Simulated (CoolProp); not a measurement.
Vapour-liquid equilibrium of propane (1) + isobutane (2) at 0.114 MPa; x and y are mole fractions of (1).

Values from CoolProp's multi-fluid Helmholtz-energy mixture model, Lemmon 2009 and Bücker 2006; pair parameters Kunz 2012.

**Question.** Give the bubble temperature and the first vapour's composition at x = 0.05, 0.25, 0.65. Is there an azeotrope?

**Answer.** x = 0.05: 261.8 K, y = 0.138; x = 0.25: 253.2 K, y = 0.512; x = 0.65: 241.2 K, y = 0.864. No azeotrope shows between x = 0.05 and 0.95.

Pair parameters are fitted to limited data, so mixtures are less certain than the pure fluids.
